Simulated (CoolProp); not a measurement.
Vapour-liquid equilibrium of ethanol (1) + toluene (2) at 141.35 °C; x and y are mole fractions of (1).

Computed with CoolProp (multi-fluid Helmholtz-energy mixture model, Schroeder 2014 and Lemmon 2006; pair parameters Bell 2016).

| x | bubble pressure, mixture model (MPa) | bubble pressure, Raoult's law (MPa) | y, mixture model | y, Raoult's law |
|---|---|---|---|---|
| 0.05 | 0.3320 | 0.2532 | 0.331 | 0.155 |
| 0.125 | 0.4493 | 0.2952 | 0.522 | 0.332 |
| 0.2 | 0.5292 | 0.3371 | 0.609 | 0.465 |
| 0.275 | 0.5839 | 0.3790 | 0.658 | 0.569 |
| 0.35 | 0.6227 | 0.4210 | 0.692 | 0.652 |
| 0.425 | 0.6520 | 0.4629 | 0.718 | 0.720 |
| 0.5 | 0.6761 | 0.5048 | 0.741 | 0.777 |
| 0.575 | 0.6975 | 0.5468 | 0.764 | 0.825 |
| 0.65 | 0.7174 | 0.5887 | 0.790 | 0.866 |
| 0.725 | 0.7362 | 0.6307 | 0.820 | 0.902 |
| 0.8 | 0.7536 | 0.6726 | 0.857 | 0.933 |
| 0.875 | 0.7684 | 0.7145 | 0.902 | 0.961 |
| 0.95 | 0.7796 | 0.7565 | 0.957 | 0.985 |

The largest gap from Raoult's law is +57.0 % in bubble pressure, at x = 0.2. No azeotrope shows between x = 0.05 and 0.95.

The pair parameters rest on a limited set of measurements; away from them the model extrapolates. With so large a gap from Raoult's law the liquid may split in two, which this calculation doesn't test in full.
